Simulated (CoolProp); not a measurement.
Methanol along the isotherm 488.1 K: fugacity coefficient from the reference equation and from simpler models built on Tc = 513.4 K, pc = 8.216 MPa, ω = 0.565; each cubic takes its own stable root.

Computed with CoolProp (reference Helmholtz-energy equation of state, de Reuck 1993).

```csv
p (MPa),phase,reference
1.47,gas,0.9291
2.93,gas,0.8540
4.4,gas,0.7734
5.87,liquid,0.6562
7.34,liquid,0.5366
8.8,liquid,0.4574
10.3,liquid,0.3993
11.7,liquid,0.3587
13.2,liquid,0.3247
14.7,liquid,0.2977
16.1,liquid,0.2771
17.6,liquid,0.2587
19.1,liquid,0.2432
20.5,liquid,0.2309
```

How far does each simpler model (Redlich-Kwong, Peng-Robinson) lie from the reference over these 14 states: mean and median of the absolute difference, and the worst?


- Redlich-Kwong: mean 15.4 %, median 17.7 %, worst +25.5 % at 488.1 K and 20.5 MPa
- Peng-Robinson: mean 3.4 %, median 3.2 %, worst +6.9 % at 488.1 K and 20.5 MPa

At some of these states Redlich-Kwong gives the other phase, because its saturation line lies elsewhere.
